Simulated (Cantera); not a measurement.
A perfectly stirred reactor is fed with 3.99 % CH4, 0.707 % C2H6, 20.0 % O2, 75.3 % N2, equivalence ratio 0.52, at 1.01 bar; it is adiabatic with a 625 K inlet, and is followed from long to short residence time, starting on the burning branch (τ in s: 0.064, 0.033, 0.017, 0.0087, 0.0045, 0.0023, 0.0012, 0.00061, 0.00031, 0.00016, 8.2e-05, 4.2e-05).

Cantera simulation using GRI-Mech 3.0 (53 species, 325 reactions); the numbers are that mechanism's predictions, not measurements.

x: mole fraction; the columns are a selection and need not sum to one.

```csv
τ (s),T (K),x CH4,x C2H6,x O2,x O,x CH2
0.064,1782,9.50e-6,4.03e-7,0.0951,0.000213,…
0.033,1778,1.45e-5,6.34e-7,0.0952,0.000319,…
0.017,1772,2.21e-5,9.87e-7,0.0952,0.000478,…
0.0087,1763,3.39e-5,1.54e-6,0.0953,0.000711,…
0.0045,1750,5.23e-5,2.38e-6,0.0955,0.00103,…
0.0023,1733,8.28e-5,3.76e-6,0.0959,0.00147,…
0.0012,1708,0.000133,6.02e-6,0.0967,0.00199,…
0.00061,1673,0.000232,1.04e-5,0.0981,0.00254,…
0.00031,1622,0.000456,2.01e-5,0.101,0.00287,…
0.00016,1533,0.00131,5.74e-5,0.108,0.00208,…
8.2e-5,625,0.0399,0.00707,0.200,<1e-12,<1e-12
4.2e-5,625,0.0399,0.00707,0.200,<1e-12,<1e-12
```

What belongs in the gaps?


- 0.064, x CH2: 3.83e-8
- 0.033, x CH2: 6.71e-8
- 0.017, x CH2: 1.16e-7
- 0.0087, x CH2: 1.97e-7
- 0.0045, x CH2: 3.25e-7
- 0.0023, x CH2: 5.30e-7
- 0.0012, x CH2: 8.38e-7
- 0.00061, x CH2: 1.34e-6
- 0.00031, x CH2: 2.22e-6
- 0.00016, x CH2: 4.29e-6
